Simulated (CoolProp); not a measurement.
Saturation properties of carbon dioxide (Tc = 31.0 °C, pc = 7.377 MPa, ω = 0.224).

The numbers come from the reference Helmholtz-energy equation of state, Span 1996 in CoolProp.

```
T (°C)     p (MPa)  liquid density (kg/m³)  vapour viscosity (µPa s)
------  ----------  ----------------------  ------------------------
-34.05       1.243              (withheld)                      12.1
-29.55  (withheld)                    1074                      12.3
-25.05       1.680                    1054                      12.6
-20.65  (withheld)              (withheld)                      12.9
-16.15  (withheld)                    1014                      13.2
-11.65       2.526                   991.4                      13.5
-7.15   (withheld)                   967.9                      13.9
-2.75        3.238                   943.5                      14.3
```

What belongs in the gaps?


- -34.05, liquid density (kg/m³): 1093
- -29.55, p (MPa): 1.449
- -20.65, p (MPa): 1.930
- -20.65, liquid density (kg/m³): 1035
- -16.15, p (MPa): 2.214
- -7.15, p (MPa): 2.870

Viscosity comes from a separate model (Laesecke 2017).
